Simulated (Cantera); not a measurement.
A closed system holds: 1 mol Si3N4, 2.1 mol N2, equilibrated at 1 atm.

Cantera equilibrium calculation (NASA polynomials, part measured and part estimated; ideal gas, pure solids and liquids). Candidate condensed phases: Si, Si3N4; 7 gas species. The numbers say what is thermodynamically allowed, not how fast it happens.

Which condensed phases are stable at each of these points (T (°C)): 1402, 1502, 1602, 1702, 1802, 1902, 2002, 2102, 2202, 2302, 2402, 2502?


```tsv
T (°C)	condensed phases	Si condensed (%)
1402	Si3N4(s)	100.0
1502	Si3N4(s)	100.0
1602	Si3N4(s)	100.0
1702	Si3N4(s)	100.0
1802	Si3N4(s)	100.0
1902	Si(l)	99.9
2002	Si(l)	99.8
2102	Si(l)	99.7
2202	Si(l)	99.3
2302	Si(l)	98.5
2402	Si(l)	97.2
2502	Si(l)	94.7
```

From 1402 °C to 1802 °C the condensed part is Si3N4(s). From 1902 °C to 2502 °C the condensed part is Si(l).
